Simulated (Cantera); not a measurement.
An isothermal, constant-pressure homogeneous reactor starts with NH3 : N2 = 1 : 2.9 (molar parts), at 1450 K and 0.560 bar.

Model: the gas-phase N/H chemistry of the illustrative SiF4/NH3 mechanism in the Surface Chemkin manual (1991), integrated in Cantera. Walls and surfaces, which speed up NH3 decomposition in real reactors, are not modelled.

x: mole fraction; the columns are a selection and need not sum to one.

```
t (s)     x NH3    x N2H2       x N    x NH2     x H2       x H
--------  -----  --------  --------  -------  -------  --------
9.00e-5   0.256    <1e-12    <1e-12  6.59e-8  3.27e-8  4.62e-10
0.000418  0.256  1.31e-11    <1e-12  3.08e-7  1.54e-7  4.62e-10
0.00194   0.256  3.93e-10    <1e-12  1.43e-6  7.23e-7  4.75e-10
0.00900   0.256   9.34e-9    <1e-12  6.54e-6  4.29e-6  7.96e-10
0.0418    0.256   8.31e-8  1.33e-11  1.89e-5  7.39e-5   5.46e-9
0.194     0.256   9.08e-8  6.25e-11  1.97e-5      [?]       [?]
0.900     0.254   8.86e-8  2.87e-10  1.92e-5  0.00295   1.08e-7
4.18      0.245   7.92e-8  9.61e-10  1.77e-5   0.0132   4.55e-7
19.4      0.215   5.23e-8   1.35e-9  1.44e-5   0.0497   1.58e-6
90.0        [?]       [?]  8.12e-10      [?]      [?]       [?]
```

Task: Fill in the missing entries.

Result: 
- 0.194, x H2: 0.000588
- 0.194, x H: 2.45e-8
- 90.0, x NH3: 0.148
- 90.0, x N2H2: 1.85e-8
- 90.0, x NH2: 8.82e-6
- 90.0, x H2: 0.130
- 90.0, x H: 3.66e-6
